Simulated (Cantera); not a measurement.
**Gas-phase reforming**

An isothermal, constant-pressure homogeneous reactor starts with 69.9 % CH4, 30.1 % H2O, at 1875 K and 750 Torr.

Cantera simulation using GRI-Mech 3.0 (53 species, 325 reactions); the numbers are that mechanism's predictions, not measurements. GRI-Mech 3.0 stops at C3 and has no aromatics, soot or wall deposition, so with more carbon than oxygen in the feed, carbon stays in small species such as C2H2 where larger ones or solid carbon would form.

```json
[
 {"t (s)": "0.000200", "x CH4": "0.426", "x H2O": "0.258", "x H2O2": "1.29e-11", "x CO": "0.000771", "x HCO": "1.48e-7", "x CO2": "3.37e-6", "x O2": "9.48e-10"},
 {"t (s)": "0.000478", "x CH4": "0.277", "x H2O": "0.226", "x H2O2": "9.00e-12", "x CO": "0.00178", "x HCO": "8.09e-8", "x CO2": "1.78e-5", "x O2": "7.50e-10"},
 {"t (s)": "0.00114", "x CH4": "0.161", "x H2O": "0.201", "x H2O2": "7.19e-12", "x CO": "0.00398", "x HCO": "4.63e-8", "x CO2": "7.93e-5", "x O2": "4.41e-10"},
 {"t (s)": "0.00274", "x CH4": "0.0831", "x H2O": "0.181", "x H2O2": "6.17e-12", "x CO": "0.00886", "x HCO": "2.65e-8", "x CO2": "0.000312", "x O2": "3.05e-10"},
 {"t (s)": "0.00654", "x CH4": "0.0418", "x H2O": "0.160", "x H2O2": "5.17e-12", "x CO": "0.0195", "x HCO": "1.77e-8", "x CO2": "0.000940", "x O2": "2.36e-10"},
 {"t (s)": "0.0156", "x CH4": "0.0258", "x H2O": "0.130", "x H2O2": "3.46e-12", "x CO": "0.0408", "x HCO": "1.79e-8", "x CO2": "0.00188", "x O2": "1.59e-10"},
 {"t (s)": "0.0374", "x CH4": "0.0197", "x H2O": "0.0881", "x H2O2": "1.51e-12", "x CO": "0.0742", "x HCO": "2.36e-8", "x CO2": "0.00236", "x O2": "7.34e-11"},
 {"t (s)": "0.0894", "x CH4": "0.0143", "x H2O": "0.0440", "x H2O2": "<1e-12", "x CO": "0.112", "x HCO": "3.17e-8", "x CO2": "0.00171", "x O2": "1.84e-11"},
 {"t (s)": "0.214", "x CH4": "0.00941", "x H2O": "0.0125", "x H2O2": "<1e-12", "x CO": "0.140", "x HCO": "3.86e-8", "x CO2": "0.000587", "x O2": "1.50e-12"},
 {"t (s)": "0.511", "x CH4": "0.00698", "x H2O": "0.000965", "x H2O2": "<1e-12", "x CO": "0.151", "x HCO": "4.14e-8", "x CO2": "4.81e-5", "x O2": "<1e-12"},
 {"t (s)": "1.22", "x CH4": "0.00673", "x H2O": "3.73e-6", "x H2O2": "<1e-12", "x CO": "0.151", "x HCO": "4.16e-8", "x CO2": "1.86e-7", "x O2": "<1e-12"},
 {"t (s)": "2.92", "x CH4": "0.00673", "x H2O": "1.10e-6", "x H2O2": "<1e-12", "x CO": "0.151", "x HCO": "4.16e-8", "x CO2": "5.43e-8", "x O2": "<1e-12"},
 {"t (s)": "6.99", "x CH4": "0.00673", "x H2O": "1.10e-6", "x H2O2": "<1e-12", "x CO": "0.151", "x HCO": "4.16e-8", "x CO2": "5.43e-8", "x O2": "<1e-12"},
 {"t (s)": "16.7", "x CH4": "0.00673", "x H2O": "1.10e-6", "x H2O2": "<1e-12", "x CO": "0.151", "x HCO": "4.16e-8", "x CO2": "5.43e-8", "x O2": "<1e-12"},
 {"t (s)": "40.0", "x CH4": "0.00673", "x H2O": "1.10e-6", "x H2O2": "<1e-12", "x CO": "0.151", "x HCO": "4.16e-8", "x CO2": "5.43e-8", "x O2": "<1e-12"}
]
```
x: mole fraction; the columns are a selection and need not sum to one.

Equilibrium at this temperature and pressure: CH4 0.00673, H2O 1.10e-6, H2O2 <1e-12, CO 0.151, HCO 4.16e-8, CO2 5.46e-8, O2 <1e-12 (gas phase only).
